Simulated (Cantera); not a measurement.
Feed: 1 mol CS2, 2.4 mol H2O, 6.4 mol O2, held at 10.0 mbar.

Equilibrium computed with Cantera from the NASA thermochemical tables; the gas is ideal and each condensed phase is pure. Candidate condensed phases: C, C6H6, C7H8, C8H18, H2O, H2SO4, S; 146 gas species. Ions and electrons are included (thermal ionisation). Equilibrium is a limit: real reactors are often held back by kinetics, nucleation or transport. All values below are at 3750 K.

Base state: O 0.636, H 0.218, S 0.0868, CO 0.0460, O2 0.00512, SO 0.00508, OH 0.00241, H2 0.000471 (mole fractions); condensed: gas only.

**Question.** What changes in the equilibrium state with this change: O2 from 6.4 to 0.11 mol?

**Answer.** 
```tsv
species	before	after
H	0.218	0.507
S	0.0868	0.210
O	0.636	0.168
CO	0.0460	0.107
O2	0.00512	0.000357
SO2	5.16e-5	8.70e-6
```
